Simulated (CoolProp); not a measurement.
Water along the isobar 18000 kPa: Z from the reference equation and from simpler models built on Tc = 647.1 K, pc = 22060 kPa, ω = 0.344; each cubic takes its own stable root.

Computed with CoolProp (reference Helmholtz-energy equation of state, Wagner 2002).

| T (K) | phase | reference | van der Waals | Peng-Robinson |
|---|---|---|---|---|
| 308.9 | liquid | 0.1261 | 0.2549 | 0.1495 |
| 313.3 | liquid | 0.1245 | 0.2521 | 0.1478 |
| 317.8 | liquid | 0.1230 | 0.2494 | 0.1462 |
| 322.3 | liquid | 0.1215 | 0.2468 | 0.1446 |
| 326.7 | liquid | 0.1201 | 0.2443 | 0.1431 |
| 331.2 | liquid | 0.1187 | 0.2419 | 0.1416 |
| 335.7 | liquid | 0.1174 | 0.2395 | 0.1402 |
| 340.1 | liquid | 0.1162 | 0.2373 | 0.1388 |
| 344.6 | liquid | 0.1149 | 0.2350 | 0.1375 |
| 349.1 | liquid | 0.1138 | 0.2329 | 0.1362 |
| 353.5 | liquid | 0.1126 | 0.2308 | 0.1350 |
| 358 | liquid | 0.1116 | 0.2288 | 0.1338 |
| 362.5 | liquid | 0.1105 | 0.2269 | 0.1326 |
| 366.9 | liquid | 0.1095 | 0.2250 | 0.1315 |
